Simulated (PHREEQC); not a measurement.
Solution (25 °C): 0.025 mol CaCl2, 1.5e-05 mol CO2 and 6.8e-05 mol MgSO4 per kg of water. Closed to the air; pH follows from the charge balance.

Computed with PHREEQC (ion-association model, phreeqc.dat).

Each row changes one thing in this solution. No solid was allowed to form.

```json
[
 {"case": "as made", "pH": "5.60", "SO4-2 (mol/kgw)": "3.87e-5", "CaSO4 (mol/kgw)": "2.92e-5", "MgSO4 (mol/kgw)": "1.08e-7", "HSO4- (mol/kgw)": "4.87e-9", "SI of Gypsum (CaSO4:2H2O)": "-2.20"},
 {"case": "temperature from 25 to 55 °C", "pH": "___", "SO4-2 (mol/kgw)": "3.68e-5", "CaSO4 (mol/kgw)": "3.10e-5", "MgSO4 (mol/kgw)": "1.89e-7", "HSO4- (mol/kgw)": "1.00e-8", "SI of Gypsum (CaSO4:2H2O)": "-2.20"},
 {"case": "CO2 replaced by Ca(HCO3)2 at the same molality", "pH": "7.56", "SO4-2 (mol/kgw)": "3.87e-5", "CaSO4 (mol/kgw)": "2.92e-5", "MgSO4 (mol/kgw)": "1.08e-7", "HSO4- (mol/kgw)": "___", "SI of Gypsum (CaSO4:2H2O)": "-2.20"},
 {"case": "0.0031 mol/kgw HCl added", "pH": "2.59", "SO4-2 (mol/kgw)": "3.61e-5", "CaSO4 (mol/kgw)": "2.66e-5", "MgSO4 (mol/kgw)": "9.86e-8", "HSO4- (mol/kgw)": "4.61e-6", "SI of Gypsum (CaSO4:2H2O)": "-2.24"},
 {"case": "CO2 left out", "pH": "6.95", "SO4-2 (mol/kgw)": "3.87e-5", "CaSO4 (mol/kgw)": "2.92e-5", "MgSO4 (mol/kgw)": "1.08e-7", "HSO4- (mol/kgw)": "2.17e-10", "SI of Gypsum (CaSO4:2H2O)": "-2.20"},
 {"case": "CaCl2 from 0.025 to 0.0375 mol/kgw", "pH": "5.59", "SO4-2 (mol/kgw)": "3.62e-5", "CaSO4 (mol/kgw)": "3.18e-5", "MgSO4 (mol/kgw)": "___", "HSO4- (mol/kgw)": "4.21e-9", "SI of Gypsum (CaSO4:2H2O)": "-2.16"},
 {"case": "MgSO4 from 6.8e-05 to 0.00068 mol/kgw", "pH": "5.60", "SO4-2 (mol/kgw)": "___", "CaSO4 (mol/kgw)": "0.000284", "MgSO4 (mol/kgw)": "1.05e-5", "HSO4- (mol/kgw)": "4.79e-8", "SI of Gypsum (CaSO4:2H2O)": "-1.21"}
]
```

Task: Complete the blanks.

Result: 
- temperature from 25 to 55 °C, pH: 5.56
- CO2 replaced by Ca(HCO3)2 at the same molality, HSO4- (mol/kgw): 5.26e-11
- CaCl2 from 0.025 to 0.0375 mol/kgw, MgSO4 (mol/kgw): 7.93e-8
- MgSO4 from 6.8e-05 to 0.00068 mol/kgw, SO4-2 (mol/kgw): 0.000385

Species that the database lacks are ignored. Constants without temperature data keep their 25 °C values here.
